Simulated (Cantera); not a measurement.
A closed system holds: 1 mol SiHCl3, 710 mol H2, equilibrated at 38000 Pa.

Cantera equilibrium calculation (NASA polynomials, part measured and part estimated; ideal gas, pure solids and liquids). Candidate condensed phases: Si; 19 gas species. Gases not in the tables: Si2H6 and higher silanes. Rates play no part.

**Question.** What share of the Si ends up in condensed phases as a function of T (K), at 873, 973, 1073, 1173, 1273, 1373, 1473, 1573, 1673, 1773?

**Answer.** 
```json
[
 {"T (K)": "873", "Si condensed (%)": "28.4", "as": "Si(s)"},
 {"T (K)": "973", "Si condensed (%)": "57.4", "as": "Si(s)"},
 {"T (K)": "1073", "Si condensed (%)": "84.9", "as": "Si(s)"},
 {"T (K)": "1173", "Si condensed (%)": "94.4", "as": "Si(s)"},
 {"T (K)": "1273", "Si condensed (%)": "96.0", "as": "Si(s)"},
 {"T (K)": "1373", "Si condensed (%)": "96.2", "as": "Si(s)"},
 {"T (K)": "1473", "Si condensed (%)": "95.9", "as": "Si(s)"},
 {"T (K)": "1573", "Si condensed (%)": "95.5", "as": "Si(s)"},
 {"T (K)": "1673", "Si condensed (%)": "94.6", "as": "Si(s)"},
 {"T (K)": "1773", "Si condensed (%)": "93.5", "as": "Si(l)"}
]
```
